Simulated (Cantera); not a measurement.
Charge: 1 mol SiCl4, 0.096 mol HCl, 3.7 mol N2, held at 800 K and 4.80 Torr.

Cantera equilibrium calculation (NASA polynomials, part measured and part estimated; ideal gas, pure solids and liquids). Candidate condensed phases: NH4Cl, Si, Si3N4; 28 gas species. Kinetics and transport are ignored.

Base state: N2 0.771, SiCl4 0.209, HCl 0.0200 (mole fractions); condensed: gas only.

Problem. What changes in the equilibrium state with this change: SiCl4 replaced by SiH2Cl2?

Solution. 
```json
[
 {"species": "N2", "before": "0.771", "after": "0.634"},
 {"species": "HCl", "before": "0.0200", "after": "0.218"},
 {"species": "H2", "before": "6.96e-9", "after": "0.0987"},
 {"species": "SiCl4", "before": "0.209", "after": "0.0493"},
 {"species": "SiHCl3", "before": "<1e-9", "after": "2.02e-5"},
 {"species": "Si3N4(s), mol", "before": "0", "after": "0.250"}
]
```
N2 is the only nitrogen source here; it is nearly inert below about 1500 K, so the nitride shown seldom forms there in practice.
